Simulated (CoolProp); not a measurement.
CF4 (R14) along the isotherm -14.45 °C: density (kg/m³) from the reference equation and from simpler models built on Tc = -45.8 °C, pc = 3.762 MPa, ω = 0.178; each cubic takes its own stable root.

Model: reference Helmholtz-energy equation of state, Platzer 1990, in CoolProp. This equation is an older, rougher fit; its heat capacities, sound speeds and derivatives of the liquid may be far off and weren't checked against measurements.

| p (MPa) | phase | reference |
|---|---|---|
| 0.724 | gas | 31.00 |
| 1.45 | gas | 65.22 |
| 2.17 | gas | 103.0 |
| 2.89 | gas | 145.6 |
| 3.62 | gas | 195.2 |
| 4.34 | supercritical | 252.6 |
| 5.06 | supercritical | 321.2 |
| 5.79 | supercritical | 404.9 |
| 6.51 | supercritical | 499.7 |
| 7.24 | supercritical | 597.1 |
| 7.96 | supercritical | 681.4 |
| 8.68 | supercritical | 749.4 |
| 9.41 | supercritical | 803.9 |

How far does each simpler model (ideal gas, van der Waals, Soave-Redlich-Kwong, Peng-Robinson) lie from the reference over these 13 states: mean and median of the absolute difference, and the worst?


- ideal gas: mean 33.2 %, median 35.6 %, worst -52.6 % at -14.45 °C and 8.68 MPa
- van der Waals: mean 5.0 %, median 3.3 %, worst +13.7 % at -14.45 °C and 5.79 MPa
- Soave-Redlich-Kwong: mean 3.7 %, median 1.9 %, worst -9.3 % at -14.45 °C and 8.68 MPa
- Peng-Robinson: mean 2.0 %, median 2.1 %, worst +3.2 % at -14.45 °C and 4.34 MPa
